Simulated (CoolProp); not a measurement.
Values from CoolProp's reference Helmholtz-energy equation of state, Thol 2019.

Problem. For dodecamethylpentasiloxane (MD3M), give the phase and the Z, cv (kJ/(kg K)), fugacity coefficient at 380.1 K and 95.4 kPa; 380.1 K and 254 kPa.

Solution. 
- 380.1 K and 95.4 kPa: liquid; Z 0.0147, cv 1.64, fugacity coefficient 0.0174
- 380.1 K and 254 kPa: liquid; Z 0.0391, cv 1.64, fugacity coefficient 0.00671
